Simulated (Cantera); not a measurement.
Charge: 1 mol SiCl₄, 0.58 mol C₂H₂, 1.9 mol H₂, held at 2025 K and 13300 Pa.

Cantera equilibrium calculation (NASA polynomials, part measured and part estimated; ideal gas, pure solids and liquids). Candidate condensed phases: C, C₆H₆, C₇H₈, C₈H₁₈, Si, SiC; 109 gas species. The tables' values for SiCl₃, SiCl are old estimates; treat these amounts as uncertain. The numbers say what is thermodynamically allowed, not how fast it happens.

Base state: HCl 0.549, H₂ 0.279, SiCl₂ 0.151, SiCl₃ 0.0121, Cl 0.00407, H 0.00279, SiCl₄ 0.00107, SiCl 0.000263 (mole fractions); condensed: C(graphite) + SiC(s).

Task: What changes in the equilibrium state with this change: pressure from 13300 Pa to 950 Pa?

Result: 
```tsv
species	before	after
HCl	0.549	0.546
H₂	0.279	0.269
SiCl₂	0.151	0.155
Cl	0.00407	0.0154
SiCl₃	0.0121	0.00335
H	0.00279	0.0102
Si	2.62e-5	0.000368
Si₂C	7.98e-7	1.12e-5
SiC₂	1.22e-6	1.71e-5
SiHCl₃	0.000222	1.61e-5
SiCl₄	0.00107	8.01e-5
C(graphite), mol	0.892	0.882
SiC(s), mol	0.266	0.276
```
